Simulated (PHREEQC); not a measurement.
# Buffer: an equilibrium model

Consider water at 25 °C with 180 mmol/kgw KH2PO4 and 0.12 mmol/kgw NaF. Closed to the air; pH follows from the charge balance.

The numbers come from PHREEQC with the ion-association model, wateq4f.dat.

No solid was allowed to form.

Task: Predict the pH.

Result: pH 4.42.

Task: In which forms is F present?

Result: F- 96 %, HF 3.8 % of the F.

Complexes and solids missing from the database can't appear. H3PO4, which wateq4f.dat lacks, is added to it with the constant of phreeqc.dat.
